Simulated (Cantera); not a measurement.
Feed: 1 mol Cu₂O, 5.1 mol CO, 3 mol H₂, 1.7 mol CH₄, held at 0.100 bar.

These are equilibrium values from Cantera (NASA tables, ideal gas, pure condensed phases), not measurements of a reactor. Candidate condensed phases: C, C₆H₆, C₇H₈, C₈H₁₈, Cu, CuO, Cu(OH)₂, Cu₂O, H₂O; 113 gas species. The numbers say what is thermodynamically allowed, not how fast it happens. All values below are at 2023 K.

Base state: H₂ 0.481, CO 0.461, Cu 0.0532, H 0.00417, C₂H₂ (acetylene) 0.000430, Cu₂ 0.000237 (mole fractions); condensed: C(graphite) + Cu(l).

Task: What changes in the equilibrium state with this change: Cu₂O replaced by CuO?

Result: 
```tsv
species	before	after
H₂	0.481	0.481
CO	0.461	0.461
Cu	0.0532	0.0532
Cu₂	0.000237	0.000237
C₂H₂ (acetylene)	0.000430	0.000430
H	0.00417	0.00417
C(graphite), mol	0.689	0.689
Cu(l), mol	1.29	0.290
```
